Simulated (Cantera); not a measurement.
# Moist CO burnout

An isothermal, constant-pressure homogeneous reactor starts with CO : O₂ : H₂O : N₂ = 0.0014 : 0.0056 : 0.00064 : 1 (molar parts), equivalence ratio 0.12, at 1025 K and 10.0 bar.

Model: GRI-Mech 3.0 (53 species, 325 reactions), integrated in Cantera.

| t (s) | x CO | x O₂ | x H₂O | x N₂O | x NO | x O | x OH |
|---|---|---|---|---|---|---|---|
| 1.00e-6 | 0.00139 | 0.00556 | 0.000635 | <1e-12 | <1e-12 | <1e-12 | <1e-12 |
| 5.24e-6 | 0.00139 | 0.00556 | 0.000635 | <1e-12 | <1e-12 | <1e-12 | <1e-12 |
| 2.75e-5 | 0.00139 | 0.00556 | 0.000635 | <1e-12 | <1e-12 | 3.95e-12 | <1e-12 |
| 0.000144 | 0.00139 | 0.00556 | 0.000635 | <1e-12 | <1e-12 | 1.97e-11 | <1e-12 |
| 0.000756 | 0.00139 | 0.00556 | 0.000635 | <1e-12 | <1e-12 | 7.94e-11 | 1.42e-12 |
| 0.00397 | 0.00139 | 0.00556 | 0.000635 | 4.72e-12 | <1e-12 | 1.59e-10 | 4.47e-12 |
| 0.0208 | 0.00139 | 0.00556 | 0.000635 | 3.65e-11 | <1e-12 | 2.13e-10 | 1.76e-11 |
| 0.109 | 0.00139 | 0.00556 | 0.000635 | 4.45e-10 | <1e-12 | 8.18e-10 | 1.85e-10 |
| 0.572 | 0.00134 | 0.00553 | 0.000635 | 2.22e-8 | <1e-12 | 6.21e-9 | 2.65e-9 |
| 3.00 | 0.00101 | 0.00537 | 0.000635 | 1.59e-7 | 8.26e-12 | 5.47e-9 | 2.65e-9 |
x: mole fraction; the columns are a selection and need not sum to one.

Equilibrium at this temperature and pressure: CO <1e-12, O₂ 0.00486, H₂O 0.000636, N₂O 2.00e-9, NO 7.03e-6, O 7.32e-12, OH 3.25e-9 (gas phase only).
